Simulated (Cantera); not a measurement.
Charge: 1 mol Si₂H₆, 0.26 mol O₃, equilibrated at 3.60 mbar.

Equilibrium computed with Cantera from the NASA thermochemical tables; the gas is ideal and each condensed phase is pure. Candidate condensed phases: H₂O, Si, SiO₂; 18 gas species. The feed counts by its element totals alone. Mutual solubility and eutectic melting of coexisting phases are not modelled. The tables hold silica as quartz up to 1696 K and as liquid above; real silica turns to tridymite and cristobalite and melts near 1996 K. Gases not in the tables: Si₂H₆ and higher silanes. Rates play no part.

log p: log10 of the partial pressure in bar; n: condensed amount in mol.

```json
[
 {"T (°C)": "652", "log p H₂": "-2.44", "log p SiO": "-10.76", "log p H": "[?]", "log p Si": "<-14", "n Si(s)": "1.61", "n SiO₂(β-quartz)": "0.390", "n Si(l)": "0"},
 {"T (°C)": "727", "log p H₂": "-2.44", "log p SiO": "-9.28", "log p H": "[?]", "log p Si": "<-14", "n Si(s)": "1.61", "n SiO₂(β-quartz)": "0.390", "n Si(l)": "0"},
 {"T (°C)": "802", "log p H₂": "-2.44", "log p SiO": "-8.02", "log p H": "[?]", "log p Si": "-14.12", "n Si(s)": "1.61", "n SiO₂(β-quartz)": "0.390", "n Si(l)": "0"},
 {"T (°C)": "877", "log p H₂": "-2.44", "log p SiO": "-6.92", "log p H": "[?]", "log p Si": "-12.70", "n Si(s)": "1.61", "n SiO₂(β-quartz)": "0.390", "n Si(l)": "0"},
 {"T (°C)": "952", "log p H₂": "-2.44", "log p SiO": "-5.96", "log p H": "[?]", "log p Si": "-11.46", "n Si(s)": "1.61", "n SiO₂(β-quartz)": "0.390", "n Si(l)": "0"},
 {"T (°C)": "1027", "log p H₂": "-2.44", "log p SiO": "-5.12", "log p H": "[?]", "log p Si": "-10.36", "n Si(s)": "1.61", "n SiO₂(β-quartz)": "0.387", "n Si(l)": "0"},
 {"T (°C)": "1102", "log p H₂": "-2.45", "log p SiO": "-4.37", "log p H": "[?]", "log p Si": "-9.39", "n Si(s)": "1.59", "n SiO₂(β-quartz)": "0.372", "n Si(l)": "0"},
 {"T (°C)": "1177", "log p H₂": "-2.47", "log p SiO": "-3.70", "log p H": "[?]", "log p Si": "-8.51", "n Si(s)": "1.52", "n SiO₂(β-quartz)": "0.301", "n Si(l)": "0"},
 {"T (°C)": "1252", "log p H₂": "-2.54", "log p SiO": "-3.13", "log p H": "[?]", "log p Si": "-7.72", "n Si(s)": "1.22", "n SiO₂(β-quartz)": "0", "n Si(l)": "0"},
 {"T (°C)": "1327", "log p H₂": "-2.54", "log p SiO": "-3.13", "log p H": "[?]", "log p Si": "-7.01", "n Si(s)": "1.22", "n SiO₂(β-quartz)": "0", "n Si(l)": "0"},
 {"T (°C)": "1402", "log p H₂": "-2.54", "log p SiO": "-3.13", "log p H": "[?]", "log p Si": "-6.36", "n Si(s)": "1.22", "n SiO₂(β-quartz)": "0", "n Si(l)": "0"},
 {"T (°C)": "1477", "log p H₂": "-2.55", "log p SiO": "-3.13", "log p H": "[?]", "log p Si": "-5.82", "n Si(s)": "0", "n SiO₂(β-quartz)": "0", "n Si(l)": "1.22"},
 {"T (°C)": "1552", "log p H₂": "-2.55", "log p SiO": "-3.13", "log p H": "[?]", "log p Si": "-5.34", "n Si(s)": "0", "n SiO₂(β-quartz)": "0", "n Si(l)": "1.21"}
]
```

**Question.** Some entries are withheld; supply them.

**Answer.** 
- 652, log p H: -10.81
- 727, log p H: -9.87
- 802, log p H: -9.06
- 877, log p H: -8.35
- 952, log p H: -7.73
- 1027, log p H: -7.18
- 1102, log p H: -6.69
- 1177, log p H: -6.26
- 1252, log p H: -5.90
- 1327, log p H: -5.54
- 1402, log p H: -5.21
- 1477, log p H: -4.91
- 1552, log p H: -4.63
